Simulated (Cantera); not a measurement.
An isothermal plug-flow reactor at 600 K and 5.00 bar (inlet), inlet velocity 1.3 m/s, active area per volume 210 1/m; feed H2 : O2 : N2 : H2O = 0.0078 : 0.037 : 0.79 : 0.017 (molar parts).

Computed with Cantera and Deutschmann's 1995 Pt surface mechanism with GRI-Mech 3.0 gas chemistry. Catalytic surfaces can have several steady states; this one follows from the mechanism file's or the stated starting coverage. Mass transfer to the wall is taken as infinitely fast.

One state of this run: x H2 = 0.00687; x O2 = 0.0423; x H2O = 0.0223; θ free Pt = 0.266; θ O* = 0.668; θ OH* = 0.0647. x: gas mole fraction; θ: surface coverage.

Question: Which value of z (m) does it belong to?
(A) 5.3e-05
(B) 0.0027
(C) 0.0002
(D) 0.00038

Answer: C, 0.0002
